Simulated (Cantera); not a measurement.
An isothermal, constant-pressure homogeneous reactor starts with C2H4 : H2 = 1 : 5 (molar parts), at 1600 K and 1.30 bar.

Detailed kinetics in Cantera: GRI-Mech 3.0 (53 species, 325 reactions). GRI-Mech 3.0 was tuned for natural gas; its chemistry of ethylene as a main component is partial and can be far from experiment. GRI-Mech 3.0 stops at C3 and has no aromatics, soot or wall deposition, so with more carbon than oxygen in the feed, carbon stays in small species such as C2H2 where larger ones or solid carbon would form.

One state of this run: x C2H4 = 0.0115; x H2 = 0.797; x CH4 = 0.0905; x C2H = 1.82e-8; x CH3 = 9.88e-5; x CH2 = 4.96e-9. x: mole fraction; the columns are a selection and need not sum to one.

Q: Which value of t (s) does it belong to?
A. 1.72
B. 2.73e-5
C. 0.0126
D. 0.00109

A: A, 1.72
